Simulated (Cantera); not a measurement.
# Chlorosilane synthesis and conversion: SiCl4 + Cl2 + H2

Charge: 1 mol SiCl4, 0.66 mol Cl2, 2.8 mol H2, at 16500 Torr.

Cantera equilibrium calculation (NASA polynomials, part measured and part estimated; ideal gas, pure solids and liquids). Candidate condensed phases: Si; 19 gas species. The tables' values for SiCl3 are old estimates; treat these amounts as uncertain. Equilibrium is a limit: real reactors are often held back by kinetics, nucleation or transport.

From 500 K to 1300 K nothing is condensed. The main Si-bearing gas is SiCl4 throughout.

```json
[
 {"T (K)": "500", "x H2": "0.480", "x HCl": "0.296", "x SiCl4": "0.224", "x SiHCl3": "5.79e-7", "x SiCl3": "<1e-12", "x SiH2Cl2": "<1e-12"},
 {"T (K)": "600", "x H2": "0.480", "x HCl": "0.296", "x SiCl4": "0.224", "x SiHCl3": "9.99e-6", "x SiCl3": "9.76e-12", "x SiH2Cl2": "2.23e-11"},
 {"T (K)": "700", "x H2": "0.480", "x HCl": "0.296", "x SiCl4": "0.224", "x SiHCl3": "7.42e-5", "x SiCl3": "1.57e-9", "x SiH2Cl2": "1.62e-9"},
 {"T (K)": "800", "x H2": "0.479", "x HCl": "0.296", "x SiCl4": "0.224", "x SiHCl3": "0.000328", "x SiCl3": "6.98e-8", "x SiH2Cl2": "3.87e-8"},
 {"T (K)": "900", "x H2": "0.479", "x HCl": "0.297", "x SiCl4": "0.223", "x SiHCl3": "0.00102", "x SiCl3": "1.31e-6", "x SiH2Cl2": "4.44e-7"},
 {"T (K)": "1000", "x H2": "0.477", "x HCl": "0.298", "x SiCl4": "0.222", "x SiHCl3": "0.00250", "x SiCl3": "1.34e-5", "x SiH2Cl2": "3.04e-6"},
 {"T (K)": "1100", "x H2": "0.475", "x HCl": "0.301", "x SiCl4": "0.219", "x SiHCl3": "0.00509", "x SiCl3": "8.81e-5", "x SiH2Cl2": "1.42e-5"},
 {"T (K)": "1200", "x H2": "0.470", "x HCl": "0.305", "x SiCl4": "0.215", "x SiHCl3": "0.00900", "x SiCl3": "0.000412", "x SiH2Cl2": "4.93e-5"},
 {"T (K)": "1300", "x H2": "0.464", "x HCl": "0.312", "x SiCl4": "0.208", "x SiHCl3": "0.0141", "x SiCl3": "0.00147", "x SiH2Cl2": "0.000135"}
]
```
x: gas mole fraction; nothing condenses.
